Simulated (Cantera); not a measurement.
Charge: 1 mol AlN, a varied amount of F2, 2.1 mol N2, at 1848.15 K and 100 Torr.

Cantera equilibrium calculation (NASA polynomials, part measured and part estimated; ideal gas, pure solids and liquids). Candidate condensed phases: Al, AlF3, AlN; 14 gas species. Equilibrium is a limit: real reactors are often held back by kinetics, nucleation or transport.

x: gas mole fraction; nothing condenses.

```csv
n(F2) (mol),x F,x N2,x AlF3,x F2,x Al2F6
2.4,0.333,0.482,0.185,0.000158,5.83e-5
3.6,0.538,0.333,0.128,0.000413,2.80e-5
4.8,0.646,0.255,0.0981,0.000596,1.64e-5
6,0.713,(withheld),(withheld),(withheld),(withheld)
7.2,0.759,0.173,0.0667,0.000822,7.57e-6
8.4,0.792,0.150,0.0575,0.000895,5.63e-6
9.5,0.815,0.133,0.0511,0.000948,4.44e-6
11,0.840,0.115,0.0443,0.00101,3.34e-6
12,0.852,0.106,0.0407,0.00104,2.82e-6
13,0.863,0.0978,0.0376,0.00106,(withheld)
14,0.873,0.0910,0.0350,0.00109,2.09e-6
15,0.881,0.0851,0.0327,0.00111,1.82e-6
17,0.895,0.0752,0.0289,0.00114,1.42e-6
```

### Question
Fill in the missing entries.

### Answer

- 13, x Al2F6: 2.41e-6
- 6, x N2: 0.207
- 6, x AlF3: 0.0794
- 6, x F2: 0.000726
- 6, x Al2F6: 1.07e-5
